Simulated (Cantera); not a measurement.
A diamond (100) surface in a fixed gas of H2 with x(CH4) = 0.0028, x(H) = 0.0003, x(CH3) = 0.00017, 13.5 Torr; coverages are run to steady state.

Cantera simulation using the Harris–Goodwin 1993 mechanism for the reconstructed diamond (100) surface; the numbers are that mechanism's predictions, not measurements.

θ: site fractions in the mechanism's names (c6HH fully hydrogenated, c6H* and c6*H radical sites, c6** diradical, c6HM methylated).

| T (K) | growth (µm/h) | θ c6HH | θ c6H* | θ c6*H | θ c6** | θ c6HM |
|---|---|---|---|---|---|---|
| 950 | (withheld) | 0.499 | 0.0106 | 0.252 | 0.00386 | 0.180 |
| 1025 | (withheld) | 0.548 | 0.0184 | 0.351 | 0.00714 | 0.0528 |
| 1100 | (withheld) | 0.539 | 0.0258 | 0.409 | 0.0101 | 0.00901 |
| 1175 | (withheld) | 0.519 | 0.0321 | 0.432 | 0.0120 | 0.00146 |
| 1250 | (withheld) | 0.511 | 0.0374 | 0.436 | 0.0130 | 0.000254 |
| 1325 | (withheld) | 0.519 | 0.0415 | 0.426 | 0.0131 | 4.83e-5 |
| 1400 | (withheld) | 0.535 | 0.0445 | 0.408 | 0.0125 | 1.10e-5 |

### Question
Fill in the missing entries.

### Answer

- 950, growth (µm/h): 0.599
- 1025, growth (µm/h): 0.363
- 1100, growth (µm/h): 0.156
- 1175, growth (µm/h): 0.108
- 1250, growth (µm/h): 0.0880
- 1325, growth (µm/h): 0.0405
- 1400, growth (µm/h): 0.0109
